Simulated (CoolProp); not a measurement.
Vapour-liquid equilibrium of CHF3 (R23) (1) + R22 (2) at 0.843 bar; x and y are mole fractions of (1).

Model: multi-fluid Helmholtz-energy mixture model, Penoncello 2003 and Kamei 1995; pair parameters Bell 2016, in CoolProp.

Question: Give the bubble temperature and the first vapour's composition at x = 0.35, 0.725, 0.875. Is there an azeotrope?

Answer: x = 0.35: -72.1 °C, y = 0.851; x = 0.725: -81.0 °C, y = 0.958; x = 0.875: -83.3 °C, y = 0.981. No azeotrope shows between x = 0.05 and 0.95.

Pair parameters are fitted to limited data, so mixtures are less certain than the pure fluids.
